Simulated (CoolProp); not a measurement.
Carbonyl sulfide along the isotherm 238.25 °C: fugacity coefficient from the reference equation and from simpler models built on Tc = 105.6 °C, pc = 63.69 bar, ω = 0.098; each cubic takes its own stable root.

Values from CoolProp's reference Helmholtz-energy equation of state, Lemmon 2006. It is a short technical equation, of lower accuracy than the large ones.

| p (bar) | phase | reference | Redlich-Kwong | Peng-Robinson |
|---|---|---|---|---|
| 15.9 | gas | 0.9685 | 0.9662 | 0.9628 |
| 31.8 | gas | 0.9379 | 0.9334 | 0.9273 |
| 47.8 | gas | 0.9079 | 0.9016 | 0.8932 |
| 63.7 | supercritical | 0.8790 | 0.8711 | 0.8612 |
| 79.6 | supercritical | 0.8511 | 0.8419 | 0.8308 |
| 95.5 | supercritical | 0.8242 | 0.8139 | 0.8022 |
| 111 | supercritical | 0.7990 | 0.7880 | 0.7761 |
| 127 | supercritical | 0.7742 | 0.7629 | 0.7510 |
| 143 | supercritical | 0.7508 | 0.7394 | 0.7278 |
| 159 | supercritical | 0.7289 | 0.7177 | 0.7064 |
